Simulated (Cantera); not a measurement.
Charge: 1 mol AlN, 6.5 mol HCl, 13 mol H2, at 1098 K and 1.10 mbar.

Method: chemical equilibrium by Gibbs-energy minimisation in Cantera with the NASA 1993 tables (ideal gas, pure condensed phases). The tables' values for AlCl2 are old estimates; treat these amounts as uncertain. The numbers say what is thermodynamically allowed, not how fast it happens.

```
species   before     after
-------  -------  --------
H2         0.744     0.698
HCl        0.180     0.226
N2        0.0256    0.0250
AlCl3     0.0512    0.0202
AlCl     1.95e-6    0.0216
Cl       1.39e-7  0.000205
H        6.43e-7  0.000793
AlCl2    3.98e-5   0.00819
```
Gas species are given as mole fractions.

**Question.** Name the change that produced these shifts.
(A) temperature from 1098 K to 1673.15 K
(B) HCl from 6.5 to 2.5 mol
(C) temperature from 1098 K to 1550 K
(D) HCl from 6.5 to 1.4 mol

**Answer.** C, temperature from 1098 K to 1550 K
